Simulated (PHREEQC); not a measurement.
Dissolve 2 mmol/kgw HNO3 at 25 °C. Closed to the air; pH follows from the charge balance.

Model: ion-association model, wateq4f.dat, run in PHREEQC.

No solid was allowed to form.

Predict the pH.

pH 2.72.
